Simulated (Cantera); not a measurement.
Feed: 1 mol SiHCl3, 85 mol N2, equilibrated at 1273 K and 2.10 mbar.

Cantera equilibrium calculation (NASA polynomials, part measured and part estimated; ideal gas, pure solids and liquids). Candidate condensed phases: NH4Cl, Si, Si3N4; 28 gas species. N2 is the only nitrogen source here; it is nearly inert below about 1500 K, so the nitride shown seldom forms there in practice. The tables' values for SiCl3 are old estimates; treat these amounts as uncertain. Rates play no part.

Problem. What is the equilibrium state?

Solution. 
```json
{
 "x(N2)": "0.981",
 "x(HCl)": "0.0110",
 "x(SiCl4)": "0.00356",
 "x(SiCl2)": "0.00284",
 "x(SiCl3)": "0.00124",
 "x(H2)": "0.000265",
 "x(Cl)": "8.96e-6",
 "x(SiHCl3)": "3.42e-6",
 "n(Si3N4(s))": "0.113 mol",
 "gas_amount": "86.41 mol",
 "log10 activity of Si(s) (absent)": "-2.62"
}
```
